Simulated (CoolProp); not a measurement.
A simple Rankine cycle with R124: condensing at 297.15 K, boiler at 2.12 MPa, turbine inlet 407.3 K, turbine efficiency 0.65, pump efficiency 0.6, no recuperator. Each further row changes one setting.

The numbers come from the reference Helmholtz-energy equation of state, de Vries 1995 in CoolProp.

```tsv
case	thermal efficiency (%)	net work (kJ/kg)	heat in (kJ/kg)	turbine exit temperature (K)	volume ratio over the turbine
as stated	9.4	20.7	221	362.2	6.12
turbine inlet 427.3 K	9.3	22.6	241	384.0	5.94
condensing temperature 289.15 K	10.4	23.9	230	357.1	7.88
boiler pressure 1.48 MPa	7.8	17.8	228	374.3	4.07
turbine efficiency 0.55	7.8	17.2	221	366.4	6.20
```
